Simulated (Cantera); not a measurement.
Cantera with NASA thermochemical tables; ideal gases at 1 bar, condensed phases pure. Values are per mole of reaction as written; species without (g) are pure solids or liquids, kept so even where they would boil at 1 bar.

N2(g) + 2 BCl3(g) → 2 BN + 6 Cl(g)

```
T (K)  ΔH° (kJ)  ΔS° (J/K)  ΔG° (kJ)  log10 K
-----  --------  ---------  --------  -------
300      1031.9      248.9     957.2  -166.67
2050        [?]        [?]       [?]      [?]
2075     1080.8      299.6     459.1   -11.56
2100        [?]        [?]       [?]      [?]
2125     1082.1      300.2     444.1   -10.92
2150        [?]        [?]       [?]      [?]
2175     1083.4      300.8     429.1   -10.31
2200        [?]        [?]       [?]      [?]
```

Q: Fill in the missing entries.

A: 
- 2050, ΔH° (kJ): 1080.1
- 2050, ΔS° (J/K): 299.3
- 2050, ΔG° (kJ): 466.6
- 2050, log10 K: -11.89
- 2100, ΔH° (kJ): 1081.4
- 2100, ΔS° (J/K): 299.9
- 2100, ΔG° (kJ): 451.6
- 2100, log10 K: -11.23
- 2150, ΔH° (kJ): 1082.7
- 2150, ΔS° (J/K): 300.5
- 2150, ΔG° (kJ): 436.6
- 2150, log10 K: -10.61
- 2200, ΔH° (kJ): 1084.0
- 2200, ΔS° (J/K): 301.1
- 2200, ΔG° (kJ): 421.6
- 2200, log10 K: -10.01
